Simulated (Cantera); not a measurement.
SiO₂ + HCl + H₂ (oxide etching and cleaning by halides)

Charge: 1 mol SiO₂, 17 mol HCl, 21 mol H₂, equilibrated at 1773.15 K.

Cantera equilibrium calculation (NASA polynomials, part measured and part estimated; ideal gas, pure solids and liquids). Candidate condensed phases: H₂O, Si, SiO₂; 30 gas species. The tables' values for SiCl₃ are old estimates; treat these amounts as uncertain. The tables hold silica as quartz up to 1696 K and as liquid above; real silica turns to tridymite and cristobalite and melts near 1996 K. Kinetics and transport are ignored.

```csv
P (Pa),x H₂,x HCl,x H,x Cl,x SiO,x H₂O,x SiCl₂,x OH,n SiO₂(condensed)
1,0.475,0.376,0.0621,0.0378,0.0244,0.0241,6.20e-9,0.000196,0
10,0.501,0.416,0.0202,0.0129,0.0252,0.0251,7.52e-8,6.28e-5,0
100,0.509,0.429,0.00643,0.00417,0.0255,0.0255,8.01e-7,1.99e-5,0
1000,0.538,0.442,0.00209,0.00132,0.00832,0.00834,8.45e-6,2.01e-6,0.680
10000,0.548,0.445,0.000667,0.000416,0.00257,0.00275,8.04e-5,2.07e-7,0.899
100000,0.551,0.446,0.000212,0.000131,0.000493,0.00144,0.000296,3.42e-8,0.963
```
x: gas mole fraction; n: condensed amount in mol.

From 0.00750 Torr to 0.750 Torr nothing is condensed. From 7.50 Torr to 750 Torr the condensed part is SiO₂(condensed). The main Si-bearing gas is SiO throughout.
